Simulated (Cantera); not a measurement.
Cantera run:

```python
import numpy as np
import cantera as ct

gas_names = [...]  # 123 gases of nasa_gas.yaml made of C, H, O, Si
cond_names = """
    C(gr) C6H6(L) C7H8(L) C8H18(L),n-octa H2O(s) H2O(L) Si(cr) Si(L) SiC(b) SiO2(Lqz) SiO2(hqz) SiO2(L)
""".split()


# ... load() reads the species with a 1 bar reference pressure and builds the phases ...
atoms = {
    'Si': {'Si': 1},
    'O2': {'O': 2},
    'H2': {'H': 2},
    'CO2': {'C': 1, 'O': 2},
}
top_T = {'C(gr)': 4500, 'SiC(b)': 3050}  # K; cautious upper limits of use, not melting points


# ... equilibrate(T, P, feed) seeds the gas with the atoms and calls Mixture.equilibrate('TP', solver="vcs", rtol=1e-11, max_steps=5000) ...
results = []
feed = {'Si': 1, 'O2': 0.14, 'H2': 43, 'CO2': 0.011}  # mol
T = 1125  # K
P = 133.322  # Pa
mix = equilibrate(T, P, feed)
results.append((T, P, feed, dict(zip(mix.species_names, mix.species_moles))))
x = sorted(zip(gas.X, gas.species_names), reverse=True)
print(f"T = {T:g} K  P = {P:g} Pa  gas = {mix.phase_moles(0):.4g} mol")
print("   x: " + "  ".join(f"{s} {v:.3e}" for v, s in x if v > 1e-05))
print("   condensed (mol): " + ("  ".join(f"{mix.phase(i).name} {mix.phase_moles(i):.4g}"
      for i in range(1, mix.n_phases) if mix.phase_moles(i) > 1e-12) or "none"))
```

Result:

```
T = 1125 K  P = 133.322 Pa  gas = 43 mol
   x: H2 1.000e+00  SiO 4.006e-05
   condensed (mol): Si(cr) 0.8372  SiC(b) 0.01099  SiO2(hqz) 0.1501
```

Method: chemical equilibrium by Gibbs-energy minimisation in Cantera with the NASA 1993 tables (ideal gas, pure condensed phases). Mutual solubility and eutectic melting of coexisting phases are not modelled.
